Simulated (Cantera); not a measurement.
Cantera run, input and output.

```python
import numpy as np
import cantera as ct

gas = ct.Solution("h2o2.yaml")
gas.TPX = 998, 13332, {'H2': 1.5, 'O2': 0.25, 'N2': 14}
inlet = ct.Reservoir(gas, clone=True)

reactor = ct.IdealGasConstPressureReactor(gas, energy="off", clone=False)
exhaust = ct.Reservoir(gas, clone=True)
tau = [27, 8.3, 2.6, 0.8, 0.25, 0.077, 0.024, 0.0075][0]
for a, b in ((inlet, reactor), (reactor, exhaust)):
    ct.MassFlowController(a, b, mdot=lambda t: reactor.mass / tau)
net = ct.ReactorNet([reactor])
show = ['H2', 'O2', 'H2O2', 'OH', 'H2O']

rows = []
print(f"{'tau/s':>10s}{'T/K':>9s}" + "".join(f"{s:>11s}" for s in show))
for tau in [27, 8.3, 2.6, 0.8, 0.25, 0.077, 0.024, 0.0075]:
    net.initial_time = 0.0
    net.advance(30 * tau)
    before = gas.X
    net.advance(40 * tau)
    drift = np.max(np.abs(gas.X - before) / (gas.X + 1e-9))
    rows.append([gas.T, *gas[show].X, drift])
    print(f"{tau:10.3e}{gas.T:9.1f}" + "".join(f"{x:11.3e}" for x in gas[show].X))
```

Output:

```
     tau/s      T/K         H2         O2       H2O2         OH        H2O
 2.700e+01    998.0  6.436e-02  1.825e-05  1.268e-11  4.072e-07  3.221e-02
 8.300e+00    998.0  6.423e-02  3.310e-05  1.545e-11  7.434e-07  3.218e-02
 2.600e+00    998.0  6.402e-02  5.974e-05  2.064e-11  1.356e-06  3.212e-02
 8.000e-01    998.0  6.364e-02  1.097e-04  3.141e-11  2.537e-06  3.200e-02
 2.500e-01    998.0  6.304e-02  2.027e-04  5.517e-11  4.830e-06  3.178e-02
 7.700e-02    998.0  6.212e-02  3.877e-04  1.166e-10  9.642e-06  3.135e-02
 2.400e-02    998.0  6.106e-02  7.743e-04  3.000e-10  2.009e-05  3.048e-02
 7.500e-03    998.0  6.084e-02  1.684e-03  9.438e-10  4.320e-05  2.848e-02
```

Cantera simulation using the H2/O2 subset of GRI-Mech 3.0, which has no nitrogen chemistry; the numbers are that mechanism's predictions, not measurements. Radical loss at walls, strong at low pressure, is not modelled.
